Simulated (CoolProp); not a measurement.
The numbers come from the reference Helmholtz-energy equation of state, Lemmon 2006 in CoolProp. It is a short technical equation, of lower accuracy than the large ones.

**Question.** For hydrogen sulfide, give the phase and the cv (kJ/(kg K)), speed of sound (m/s) at -60.55 °C and 0.0737 MPa; -60.55 °C and 0.168 MPa; -60.55 °C and 1.98 MPa.

**Answer.** 
- -60.55 °C and 0.0737 MPa: gas; cv 0.754, speed of sound 260
- -60.55 °C and 0.168 MPa: liquid; cv 1.23, speed of sound 1310
- -60.55 °C and 1.98 MPa: liquid; cv 1.23, speed of sound 1320
